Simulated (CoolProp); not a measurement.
Vapour-liquid equilibrium of n-hexane (1) + toluene (2) at 416 kPa; x and y are mole fractions of (1).

Model: multi-fluid Helmholtz-energy mixture model, Thol 2019 and Lemmon 2006; pair parameters Bell 2016, in CoolProp.

```
x     bubble temperature (K)  y at the bubble point  dew temperature at overall composition x (K)  liquid density (mol/L)
----  ----------------------  ---------------------  --------------------------------------------  ----------------------
0.05                   437.1                  0.134                                         440.4                   7.713
0.2                      [?]                  0.413                                         434.5                     [?]
0.35                   416.7                  0.588                                         428.1                   7.341
0.5                    410.2                  0.713                                         421.1                   7.131
0.65                   404.9                  0.811                                         413.5                   6.922
0.8                    400.3                  0.896                                         405.5                   6.717
0.95                   396.2                    [?]                                           [?]                     [?]
```

Fill in the missing entries.


- 0.2, bubble temperature (K): 425.2
- 0.2, liquid density (mol/L): 7.540
- 0.95, y at the bubble point: 0.975
- 0.95, dew temperature at overall composition x (K): 397.5
- 0.95, liquid density (mol/L): 6.520

No azeotrope shows between x = 0.05 and 0.95.

Pair parameters are fitted to limited data, so mixtures are less certain than the pure fluids.
